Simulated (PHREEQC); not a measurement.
Solution (80 °C): 150 mmol/kgw Pb(NO3)2, 2.4 mmol/kgw NaCl and 0.061 mmol/kgw Zn(NO3)2. Closed to the air; pH follows from the charge balance.

Model: ion-association model, phreeqc.dat, run in PHREEQC.

The ionic strength comes out as 0.321 mol/kgw. What activity coefficients do PbCl+, PbNO3+, Na+, H+, Zn+2 get?

PbCl+ 0.70, PbNO3+ 0.70, Na+ 0.70, H+ 0.76, Zn+2 0.22.

This is a speciation only: nothing precipitates in the calculation. Examples of supersaturated solids here: Pb(OH)2. Others may be too. Away from 25 °C the constants follow the database's enthalpies or fits; those with neither stay at their 25 °C values.
